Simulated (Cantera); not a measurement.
What does this Cantera script print?

```python
import numpy as np
import cantera as ct

gas_names = """
    C CO CO2 C2 C2O C3 C3O2 C4 C5 Cu CuO Cu2 O O2 O3
""".split()
cond_names = """
    C(gr) Cu(cr) Cu(L) CuO(s) Cu2O(s) Cu2O(L)
""".split()


def load(file, names, dense=False):
    # The tables refer to 1 bar. Condensed volumes are neglected.
    table = {s.name: s for s in ct.Species.list_from_file(file)}
    out = []
    for n in names:
        d = dict(table[n].input_data)
        d["thermo"] = dict(d["thermo"], **{"reference-pressure": 1e5})
        if dense:
            d["equation-of-state"] = {"model": "constant-volume", "density": "1e6 g/cm^3"}
        out.append(ct.Species.from_dict(d))
    return out


gas = ct.Solution(thermo="ideal-gas", species=load("nasa_gas.yaml", gas_names))
cond = {s.name: ct.Solution(thermo="fixed-stoichiometry", species=[s], name=s.name)
        for s in load("nasa_condensed.yaml", cond_names, dense=True)}
atoms = {
    'CuO': {'Cu': 1, 'O': 1},
    'C': {'C': 1},
    'CO': {'C': 1, 'O': 1},
}
top_T = {'C(gr)': 4500, 'CuO(s)': 1390}  # K; cautious upper limits of use, not melting points


def equilibrate(T, P, feed):
    n = {}
    for name, mol in feed.items():
        for a, k in atoms[name].items():
            n[a] = n.get(a, 0.0) + k * mol
    gas.TPX = T, P, n
    mass = sum(n.values()) * gas.mean_molecular_weight
    gas.equilibrate("TP")
    valid = [c for c in cond.values() if c.min_temp <= T <= top_T.get(c.name, c.max_temp)]
    mix = ct.Mixture([(gas, mass / gas.mean_molecular_weight)] + [(c, 0.0) for c in valid])
    mix.T, mix.P = T, P
    mix.equilibrate("TP", solver="vcs", rtol=1e-11, max_steps=5000)
    return mix


results = []
T = 2523  # K
P = 540000  # Pa
for m in [0.34, 1.1, 1.9, 2.7, 3.5, 4.2, 5]:
    feed = {'CuO': 1, 'C': m, 'CO': 0.59}  # mol
    mix = equilibrate(T, P, feed)
    results.append((T, P, feed, dict(zip(mix.species_names, mix.species_moles))))
    x = sorted(zip(gas.X, gas.species_names), reverse=True)
    print(f"T = {T:g} K  P = {P:g} Pa  n(C) = {m:g} mol  gas = {mix.phase_moles(0):.4g} mol")
    print("   x: " + "  ".join(f"{s} {v:.3e}" for v, s in x if v > 1e-06))
    print("   condensed (mol): " + ("  ".join(f"{mix.phase(i).name} {mix.phase_moles(i):.4g}"
          for i in range(1, mix.n_phases) if mix.phase_moles(i) > 1e-12) or "none"))
```

Result:

```
T = 2523 K  P = 540000 Pa  n(C) = 0.34 mol  gas = 0.9681 mol
   x: CO2 6.775e-01  CO 2.831e-01  Cu 3.640e-02  O2 1.835e-03  Cu2 5.892e-04  O 2.989e-04  CuO 2.574e-04
   condensed (mol): Cu(L) 0.9634
T = 2523 K  P = 540000 Pa  n(C) = 1.1 mol  gas = 1.651 mol
   x: CO 9.630e-01  Cu 3.640e-02  Cu2 5.892e-04  CO2 1.837e-05
   condensed (mol): C(gr) 0.1  Cu(L) 0.9379
T = 2523 K  P = 540000 Pa  n(C) = 1.9 mol  gas = 1.651 mol
   x: CO 9.630e-01  Cu 3.640e-02  Cu2 5.892e-04  CO2 1.837e-05
   condensed (mol): C(gr) 0.9  Cu(L) 0.9379
T = 2523 K  P = 540000 Pa  n(C) = 2.7 mol  gas = 1.651 mol
   x: CO 9.630e-01  Cu 3.640e-02  Cu2 5.892e-04  CO2 1.837e-05
   condensed (mol): C(gr) 1.7  Cu(L) 0.9379
T = 2523 K  P = 540000 Pa  n(C) = 3.5 mol  gas = 1.651 mol
   x: CO 9.630e-01  Cu 3.640e-02  Cu2 5.892e-04  CO2 1.837e-05
   condensed (mol): C(gr) 2.5  Cu(L) 0.9379
T = 2523 K  P = 540000 Pa  n(C) = 4.2 mol  gas = 1.651 mol
   x: CO 9.630e-01  Cu 3.640e-02  Cu2 5.892e-04  CO2 1.837e-05
   condensed (mol): C(gr) 3.2  Cu(L) 0.9379
T = 2523 K  P = 540000 Pa  n(C) = 5 mol  gas = 1.651 mol
   x: CO 9.630e-01  Cu 3.640e-02  Cu2 5.892e-04  CO2 1.837e-05
   condensed (mol): C(gr) 4  Cu(L) 0.9379
```

These are equilibrium values from Cantera (NASA tables, ideal gas, pure condensed phases), not measurements of a reactor.
